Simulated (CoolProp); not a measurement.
Properties of tetradecamethylhexasiloxane (MD4M) along the isotherm 620 K.

Values from CoolProp's reference Helmholtz-energy equation of state, Thol 2019.

| p (kPa) | phase | Z | fugacity coefficient |
|---|---|---|---|
| 3.93 | gas | 0.9977 | 0.9977 |
| 6.12 | gas | 0.9964 | 0.9964 |
| 9.53 | gas | 0.9944 | 0.9944 |
| 14.8 | gas | 0.9912 | 0.9913 |
| 23.1 | gas | 0.9862 | 0.9864 |
| 36 | gas | 0.9785 | 0.9788 |
| 56 | gas | 0.9662 | 0.9671 |
| 87.2 | gas | 0.9467 | 0.9490 |
| 136 | gas | 0.9151 | 0.9208 |
| 211 | gas | 0.8634 | 0.8779 |
| 329 | gas | 0.7719 | 0.8113 |
| 513 | liquid | 0.09405 | 0.6992 |
| 798 | liquid | 0.1417 | 0.4732 |
| 1240 | liquid | 0.2129 | 0.3289 |
